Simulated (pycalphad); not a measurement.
All values are pycalphad results on the COST 507 light-alloy database (1999) (1 atm), not direct measurements. The database dates from 1999; later assessments differ in places, in temperatures and in the compounds included. Phase fractions are per mole of atoms.

Give the equilibrium state of Si-67V (at.%) at 1490 K.


```
T = 1490.00 K, P = 101325 Pa, N = 1 mol of atoms
G = -115755 J/mol, H = -19274 J/mol, S = 64.75 J/(mol K)  (SER reference)
chemical potentials (J/mol): Si -143710, V -101986
phase             fraction      x(Si)       x(V)
SI3V5               0.6392     0.3750     0.6250
SIV3                0.3608     0.2503     0.7497
```

Give the equilibrium state of Si-67V (at.%) at 2210 K.


```
T = 2210.00 K, P = 101325 Pa, N = 1 mol of atoms
G = -167125 J/mol, H = 24758 J/mol, S = 86.83 J/(mol K)  (SER reference)
chemical potentials (J/mol): Si -189328, V -156190
phase             fraction      x(Si)       x(V)
SI3V5               0.5083     0.3750     0.6250
LIQUID              0.4917     0.2835     0.7165
```

Database names, with the compositions (at.%) that they take in these runs: SI3V5: V 62 Si 37; SIV3: V 75 Si 25.
